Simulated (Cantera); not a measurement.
**Equilibrium for fluorocarbon and chlorocarbon gases: CCl4 + Si + H2 + F2**

A closed system holds: 1 mol CCl4, 0.032 mol Si, 2.1 mol H2, 0.026 mol F2, equilibrated at 1098 K and 13.3 mbar.

Cantera equilibrium calculation (NASA polynomials, part measured and part estimated; ideal gas, pure solids and liquids). Candidate condensed phases: C, C6H6, C7H8, C8H18, Si, SiC; 143 gas species. Equilibrium is a limit: real reactors are often held back by kinetics, nucleation or transport.

```json
{
 "x(HCl)": "0.957",
 "x(H2)": "0.0337",
 "x(SiCl4)": "0.00502",
 "x(SiF4)": "0.00279",
 "x(HF)": "0.00154",
 "x(SiCl3)": "6.64e-6",
 "x(SiHCl3)": "2.57e-6",
 "x(Cl)": "1.00e-6",
 "n(C(graphite))": "1.000 mol",
 "gas_amount": "4.094 mol",
 "log10 activity of Si(s) (absent)": "-8.65"
}
```
